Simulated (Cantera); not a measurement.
Input: 1 mol SiF4, 4.5 mol N2, held at 1027 °C and 0.000580 bar.

These are equilibrium values from Cantera (NASA tables, ideal gas, pure condensed phases), not measurements of a reactor. Candidate condensed phases: Si, Si3N4; 16 gas species. Equilibrium is a limit: real reactors are often held back by kinetics, nucleation or transport.

Base state: N2 0.818, SiF4 0.182 (mole fractions); condensed: gas only.

Problem. What changes in the equilibrium state with this change: SiF4 replaced by SiH4?

Solution. 
| species | before | after |
|---|---|---|
| N2 | 0.818 | 0.657 |
| H2 | 0 | 0.343 |
| H | 0 | 2.69e-5 |
| SiF4 | 0.182 | 0 |
| Si3N4(s), mol | 0 | 0.333 |
N2 is the only nitrogen source here; it is nearly inert below about 1500 K, so the nitride shown seldom forms there in practice.

Problem. What changes in the equilibrium state with this change: temperature from 1027 °C to 1625 °C?

Solution. 
| species | before | after |
|---|---|---|
| N2 | 0.818 | 0.817 |
| SiF4 | 0.182 | 0.180 |
| F | 1.63e-7 | 0.00117 |
| SiF3 | 1.63e-7 | 0.00116 |
The tables' values for SiF3 are old estimates; treat these amounts as uncertain.
